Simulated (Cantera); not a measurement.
A freely propagating, adiabatic, planar premixed flame of 25.6 % H2, 15.6 % O2, 58.7 % N2, unburnt at 448 K and 0.148 atm; mixture-averaged transport, grid criteria slope 0.08 and curve 0.16, no radiation.

Computed with Cantera and the H2/O2 subset of GRI-Mech 3.0, which has no nitrogen chemistry. Burning velocities carry a grid error of a few per cent, more on coarse grids.

x: mole fraction of selected species; z is measured from the peak of heat release.

| z (mm) | T (K) | u (m/s) | x H2 | x O2 | x H | x HO2 | x H2O2 | x H2O |
|---|---|---|---|---|---|---|---|---|
| -14.9 | 448 | 3.21 | 0.256 | 0.156 | <1e-8 | <1e-8 | <1e-8 | <1e-8 |
| -9.96 | 448 | 3.21 | 0.256 | 0.156 | <1e-8 | <1e-8 | <1e-8 | <1e-8 |
| -7.47 | 448 | 3.21 | 0.256 | 0.156 | <1e-8 | <1e-8 | <1e-8 | <1e-8 |
| -4.98 | 448 | 3.21 | 0.256 | 0.156 | <1e-8 | 2.94e-8 | <1e-8 | <1e-8 |
| -2.49 | 454 | 3.25 | 0.254 | 0.157 | (withheld) | (withheld) | (withheld) | (withheld) |
| -1.25 | 637 | 4.47 | 0.226 | 0.153 | 0.00540 | 5.81e-5 | 8.40e-6 | 0.0151 |
| 0 | 1065 | 7.23 | 0.113 | 0.112 | 0.0427 | 2.04e-5 | 9.13e-7 | 0.105 |
| 1.25 | 1346 | 9.04 | 0.0369 | 0.0593 | 0.0598 | 9.15e-6 | 1.13e-6 | 0.196 |
| 2.49 | 1471 | 9.81 | 0.0302 | 0.0510 | 0.0525 | 6.73e-6 | 8.41e-7 | 0.210 |
| 4.98 | 1610 | 10.6 | 0.0296 | 0.0474 | 0.0409 | 5.14e-6 | 4.85e-7 | 0.219 |
| 9.96 | 1759 | 11.5 | 0.0277 | 0.0439 | 0.0291 | 3.83e-6 | 2.48e-7 | 0.229 |
| 19.9 | 1904 | 12.3 | 0.0240 | 0.0405 | 0.0188 | 2.77e-6 | 1.34e-7 | 0.241 |
| 39.9 | 2037 | 13.0 | (withheld) | 0.0375 | (withheld) | (withheld) | (withheld) | 0.254 |

### Question
Complete the blanks.

### Answer

- -2.49, x H: 4.26e-5
- -2.49, x HO2: 7.39e-5
- -2.49, x H2O2: 2.14e-6
- -2.49, x H2O: 0.000227
- 39.9, x H2: 0.0187
- 39.9, x H: 0.0107
- 39.9, x HO2: 2.00e-6
- 39.9, x H2O2: 8.20e-8
